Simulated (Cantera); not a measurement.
What does this Cantera script print?

```python
import numpy as np
import cantera as ct

gas_names = """
    CL CL2 H HCL H2 Si SiCL SiCL2 SiCL3 SiCL4 SiH SiHCL3 SiH2 SiH2CL2 SiH3 SiH3CL SiH4 Si2 Si3
""".split()
cond_names = """
    Si(cr) Si(L)
""".split()


# ... load() reads the species with a 1 bar reference pressure and builds the phases ...
atoms = {
    'SiCl4': {'Si': 1, 'CL': 4},
    'H2': {'H': 2},
}
top_T = {}  # K; cautious upper limits of use, not melting points


# ... equilibrate(T, P, feed) seeds the gas with the atoms and calls Mixture.equilibrate('TP', solver="vcs", rtol=1e-11, max_steps=5000) ...
results = []
feed = {'SiCl4': 1, 'H2': 0.78}  # mol
P = 170000  # Pa
for T in [648, 673, 698, 723, 748, 773, 798, 823, 848, 873, 898, 923, 948, 973]:
    mix = equilibrate(T, P, feed)
    results.append((T, P, feed, dict(zip(mix.species_names, mix.species_moles))))
    x = sorted(zip(gas.X, gas.species_names), reverse=True)
    print(f"T = {T:g} K  P = {P:g} Pa  gas = {mix.phase_moles(0):.4g} mol")
    print("   x: " + "  ".join(f"{s} {v:.3e}" for v, s in x if v > 1e-05))
    print("   condensed (mol): " + ("  ".join(f"{mix.phase(i).name} {mix.phase_moles(i):.4g}"
          for i in range(1, mix.n_phases) if mix.phase_moles(i) > 1e-12) or "none"))
```

It prints:

```
T = 648 K  P = 170000 Pa  gas = 1.78 mol
   x: SiCL4 5.575e-01  H2 4.339e-01  HCL 4.347e-03  SiHCL3 4.343e-03
   condensed (mol): none
T = 673 K  P = 170000 Pa  gas = 1.78 mol
   x: SiCL4 5.563e-01  H2 4.327e-01  HCL 5.520e-03  SiHCL3 5.513e-03
   condensed (mol): none
T = 698 K  P = 170000 Pa  gas = 1.78 mol
   x: SiCL4 5.549e-01  H2 4.313e-01  HCL 6.881e-03  SiHCL3 6.870e-03
   condensed (mol): none
T = 723 K  P = 170000 Pa  gas = 1.78 mol
   x: SiCL4 5.534e-01  H2 4.298e-01  HCL 8.440e-03  SiHCL3 8.421e-03
   condensed (mol): none
T = 748 K  P = 170000 Pa  gas = 1.78 mol
   x: SiCL4 5.516e-01  H2 4.280e-01  HCL 1.020e-02  SiHCL3 1.017e-02  SiH2CL2 1.371e-05
   condensed (mol): none
T = 773 K  P = 170000 Pa  gas = 1.78 mol
   x: SiCL4 5.497e-01  H2 4.260e-01  HCL 1.216e-02  SiHCL3 1.212e-02  SiH2CL2 2.052e-05
   condensed (mol): none
T = 798 K  P = 170000 Pa  gas = 1.78 mol
   x: SiCL4 5.475e-01  H2 4.239e-01  HCL 1.433e-02  SiHCL3 1.426e-02  SiH2CL2 2.991e-05  SiCL3 1.117e-05
   condensed (mol): none
T = 823 K  P = 170000 Pa  gas = 1.78 mol
   x: SiCL4 5.451e-01  H2 4.215e-01  HCL 1.671e-02  SiHCL3 1.660e-02  SiH2CL2 4.251e-05  SiCL3 2.132e-05
   condensed (mol): none
T = 848 K  P = 170000 Pa  gas = 1.78 mol
   x: SiCL4 5.426e-01  H2 4.189e-01  HCL 1.928e-02  SiHCL3 1.912e-02  SiH2CL2 5.908e-05  SiCL3 3.913e-05
   condensed (mol): none
T = 873 K  P = 170000 Pa  gas = 1.78 mol
   x: SiCL4 5.398e-01  H2 4.162e-01  HCL 2.205e-02  SiHCL3 2.182e-02  SiH2CL2 8.040e-05  SiCL3 6.927e-05
   condensed (mol): none
T = 898 K  P = 170000 Pa  gas = 1.78 mol
   x: SiCL4 5.369e-01  H2 4.132e-01  HCL 2.502e-02  SiHCL3 2.468e-02  SiCL3 1.186e-04  SiH2CL2 1.073e-04
   condensed (mol): none
T = 923 K  P = 170000 Pa  gas = 1.78 mol
   x: SiCL4 5.337e-01  H2 4.101e-01  HCL 2.817e-02  SiHCL3 2.769e-02  SiCL3 1.971e-04  SiH2CL2 1.407e-04
   condensed (mol): none
T = 948 K  P = 170000 Pa  gas = 1.78 mol
   x: SiCL4 5.304e-01  H2 4.068e-01  HCL 3.152e-02  SiHCL3 3.082e-02  SiCL3 3.183e-04  SiH2CL2 1.813e-04
   condensed (mol): none
T = 973 K  P = 170000 Pa  gas = 1.78 mol
   x: SiCL4 5.268e-01  H2 4.033e-01  HCL 3.505e-02  SiHCL3 3.406e-02  SiCL3 5.008e-04  SiH2CL2 2.300e-04  SiCL2 1.366e-05
   condensed (mol): none
```

Equilibrium computed with Cantera from the NASA thermochemical tables; the gas is ideal and each condensed phase is pure. The tables' values for SiCl3 are old estimates; treat these amounts as uncertain.
